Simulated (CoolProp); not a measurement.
Vapour-liquid equilibrium of ethylbenzene (1) + p-xylene (2) at 215.15 °C; x and y are mole fractions of (1).

Values from CoolProp's multi-fluid Helmholtz-energy mixture model, Zhou 2012 and Zhou 2012; pair parameters Bell 2016.

```csv
x,bubble pressure (bar),y at the bubble point,dew pressure at overall composition x (bar),liquid density (mol/L)
0.05,5.509,0.052,5.508,6.299
0.125,5.533,0.130,5.532,6.301
0.2,5.556,0.207,5.554,6.304
0.275,5.576,0.283,5.574,6.308
0.35,5.595,0.358,5.593,6.311
0.425,5.612,0.433,5.610,6.315
0.5,5.628,0.508,5.627,6.319
0.575,5.644,0.582,5.642,6.323
0.65,5.658,0.656,5.657,6.327
0.725,5.672,0.730,5.671,6.332
0.8,5.686,0.804,5.685,6.336
0.875,5.700,0.878,5.699,6.341
0.95,5.714,0.951,5.714,6.345
```

No azeotrope shows between x = 0.05 and 0.95.

Pair parameters are fitted to limited data, so mixtures are less certain than the pure fluids.
